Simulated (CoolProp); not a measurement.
CH3F (R41) at several states: Z from the reference equation and from simpler models built on Tc = 44.1 °C, pc = 5906 kPa, ω = 0.200; each cubic takes its own stable root.

Model: reference Helmholtz-energy equation of state, Lemmon 2006, in CoolProp. It is a short technical equation, of lower accuracy than the large ones.

| T (°C) | p (kPa) | phase | reference | van der Waals | Redlich-Kwong | Soave-Redlich-Kwong | Peng-Robinson |
|---|---|---|---|---|---|---|---|
| -78.95 | 34.2 | gas | 0.9859 | 0.9946 | 0.9923 | 0.9917 | 0.9914 |
| 69.65 | 15.9 | gas | 0.9992 | 0.9993 | 0.9993 | 0.9993 | 0.9992 |
| -88.25 | 6770 | liquid | 0.1648 | (withheld) | 0.2114 | (withheld) | (withheld) |
| 15.55 | 2460 | gas | (withheld) | (withheld) | (withheld) | (withheld) | (withheld) |

Q: Complete the blanks.

A: 
- -88.25, van der Waals: 0.3085
- -88.25, Soave-Redlich-Kwong: 0.2076
- -88.25, Peng-Robinson: 0.1843
- 15.55, reference: 0.7263
- 15.55, van der Waals: 0.8151
- 15.55, Redlich-Kwong: 0.7780
- 15.55, Soave-Redlich-Kwong: 0.7687
- 15.55, Peng-Robinson: 0.7521
